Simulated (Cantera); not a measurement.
A perfectly stirred reactor is fed with 5.32 % CH₄, 0.709 % CO, 7.83 % O₂, 86.1 % N₂, at 5.20 bar; it is adiabatic with a 525 K inlet, and is followed from long to short residence time, starting on the burning branch (τ in s: 0.11, 0.036, 0.012, 0.0039, 0.0013, 0.00043, 0.00014, 4.7e-05, 1.6e-05, 5.2e-06).

Detailed kinetics in Cantera: GRI-Mech 3.0 (53 species, 325 reactions).

Task: Predict: blow-out, bracketed by the residence times tried; x(CH₄) at τ = 0.110 s; x(CO) at τ = 0.110 s; x(O₂) at τ = 0.110 s; x(H₂) at τ = 0.110 s; x(CH₄) at τ = 0.430 ms; x(CO) at τ = 0.430 ms; x(O₂) at τ = 0.430 ms.

Result: blow-out, bracketed by the residence times tried: burning at 0.110 s, out at 36.0 ms
x(CH₄) at τ = 0.110 s: 0.00790
x(CO) at τ = 0.110 s: 0.0257
x(O₂) at τ = 0.110 s: 0.00726
x(H₂) at τ = 0.110 s: 0.0125
x(CH₄) at τ = 0.430 ms: 0.0532
x(CO) at τ = 0.430 ms: 0.00709
x(O₂) at τ = 0.430 ms: 0.0783
